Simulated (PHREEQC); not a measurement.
A PHREEQC speciation (ion-association model, wateq4f.dat) at 49 °C gives pH 0.72 and these molalities:

| species | mol/kgw |
|---|---|
| H+ | 0.246 |
| HSO4- | 0.214 |
| SO4-2 | 0.0184 |
| Zn+2 | 0.00254 |
| ZnSO4 | 0.000858 |
| Zn(SO4)2-2 | 0.000102 |

Task: What are the element totals, and what could have been dissolved in 1 kg of water to give them?

Result: Several could match; the one computed here: totals S(6) 0.234, Zn 0.00350 mol/kgw, from 0.23 mol/kgw H2SO4 and 0.0035 mol/kgw ZnSO4.

This is a speciation only: nothing precipitates in the calculation. At this temperature some constants are extrapolated from 25 °C, and those without enthalpy data are left unchanged.
